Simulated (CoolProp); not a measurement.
Fluoroethane (R161) at several states: fugacity coefficient from the reference equation and from simpler models built on Tc = 375.2 K, pc = 5.010 MPa, ω = 0.216; each cubic takes its own stable root.

Model: reference Helmholtz-energy equation of state, Wu 2012, in CoolProp.

```
T (K)  p (MPa)   phase  reference
-----  -------  ------  ---------
184.5     0.55  liquid   0.008266
201.7    0.583  liquid    0.02725
249.9    0.377  liquid     0.4745
266.7   0.0729     gas     0.9841
419.5     1.31     gas     0.9370
```

How far does each simpler model (van der Waals, Peng-Robinson) lie from the reference over these 5 states: mean and median of the absolute difference, and the worst?


- van der Waals: mean 791.8 %, median 98.7 %, worst +2600.2 % at 184.5 K and 0.55 MPa
- Peng-Robinson: mean 1.4 %, median 0.6 %, worst +3.9 % at 184.5 K and 0.55 MPa

At some of these states van der Waals gives the other phase, because its saturation line lies elsewhere.
